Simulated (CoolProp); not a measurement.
Properties of the fluoroketone C6F12O (FK-5-1-12) along the isotherm 226.85 °C.

Computed with CoolProp (reference Helmholtz-energy equation of state, McLinden 2015).

```csv
p (bar),phase,Z,isothermal compressibility (1/MPa)
2.16,gas,0.9744,4.752
4.31,gas,0.9486,2.447
6.47,gas,0.9223,1.679
8.63,gas,0.8955,1.299
10.8,gas,0.8678,1.075
12.9,gas,0.8403,0.9333
15.1,gas,0.8106,0.8310
17.3,gas,0.7801,0.7584
19.4,supercritical,0.7502,0.7074
21.6,supercritical,0.7182,0.6668
23.7,supercritical,0.6874,0.6361
25.9,supercritical,0.6551,0.6087
28,supercritical,0.6248,0.5839
```
